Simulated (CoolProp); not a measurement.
R245fa along the isotherm 166.85 °C: Z from the reference equation and from simpler models built on Tc = 153.9 °C, pc = 3.651 MPa, ω = 0.378; each cubic takes its own stable root.

The numbers come from the reference Helmholtz-energy equation of state, Akasaka 2015 in CoolProp.

| p (MPa) | phase | reference |
|---|---|---|
| 3.32 | gas | 0.6344 |
| 6.64 | supercritical | 0.2961 |
| 9.96 | supercritical | 0.3971 |
| 13.3 | supercritical | 0.5011 |
| 16.6 | supercritical | 0.6021 |
| 19.9 | supercritical | 0.7012 |
| 23.2 | supercritical | 0.7986 |
| 26.6 | supercritical | 0.8972 |
| 29.9 | supercritical | 0.9915 |
| 33.2 | supercritical | 1.085 |
| 36.5 | supercritical | 1.176 |

Question: How far does each simpler model (Redlich-Kwong, Soave-Redlich-Kwong) lie from the reference over these 11 states: mean and median of the absolute difference, and the worst?

Answer: 
- Redlich-Kwong: mean 8.0 %, median 7.0 %, worst +16.9 % at 166.85 °C and 6.64 MPa
- Soave-Redlich-Kwong: mean 9.1 %, median 7.8 %, worst +20.8 % at 166.85 °C and 6.64 MPa
